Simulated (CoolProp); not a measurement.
Properties of octamethyltrisiloxane (MDM) along the isotherm 575 K.

Values from CoolProp's reference Helmholtz-energy equation of state, Thol 2017.

| p (MPa) | phase | speed of sound (m/s) | expansivity (1/kK) |
|---|---|---|---|
| 1.8 | supercritical | … | 27.03 |
| 3.59 | supercritical | … | … |
| 5.39 | supercritical | 271.5 | 2.902 |
| 7.19 | supercritical | 318.6 | … |
| 8.98 | supercritical | 357.3 | 1.987 |
| 10.8 | supercritical | 391.4 | 1.761 |
| 12.6 | supercritical | 421.5 | … |
| 14.4 | supercritical | 448.9 | 1.475 |

Task: What belongs in the gaps?

Result: 
- 1.8, speed of sound (m/s): 77.18
- 3.59, speed of sound (m/s): 207.9
- 3.59, expansivity (1/kK): 4.299
- 7.19, expansivity (1/kK): 2.320
- 12.6, expansivity (1/kK): 1.599
